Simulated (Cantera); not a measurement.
Feed: 1 mol SiCl4, 1.4 mol HCl, 6.5 mol H2, equilibrated at 64000 Pa.

Equilibrium computed with Cantera from the NASA thermochemical tables; the gas is ideal and each condensed phase is pure. Candidate condensed phases: Si; 19 gas species. The tables' values for SiCl3 are old estimates; treat these amounts as uncertain. The numbers say what is thermodynamically allowed, not how fast it happens.

x: gas mole fraction; nothing condenses.

| T (K) | x H2 | x HCl | x SiCl4 | x SiHCl3 | x SiCl3 | x SiCl2 |
|---|---|---|---|---|---|---|
| 1098 | 0.723 | 0.165 | 0.105 | 0.00671 | 0.000540 | 3.90e-5 |
| 1148 | 0.720 | 0.168 | 0.102 | 0.00879 | 0.00118 | 0.000150 |
| 1198 | 0.716 | 0.172 | 0.0981 | [?] | 0.00235 | [?] |
| 1248 | 0.711 | 0.178 | 0.0929 | 0.0131 | 0.00430 | 0.00144 |
| 1298 | 0.703 | 0.186 | [?] | 0.0146 | 0.00717 | [?] |
| 1348 | 0.692 | 0.198 | 0.0767 | 0.0152 | 0.0108 | 0.00766 |
| 1398 | 0.677 | 0.213 | 0.0658 | 0.0147 | 0.0148 | 0.0141 |

Question: Some entries are withheld; supply them.

Answer: 
- 1198, x SiHCl3: 0.0110
- 1198, x SiCl2: 0.000499
- 1298, x SiCl4: 0.0858
- 1298, x SiCl2: 0.00358
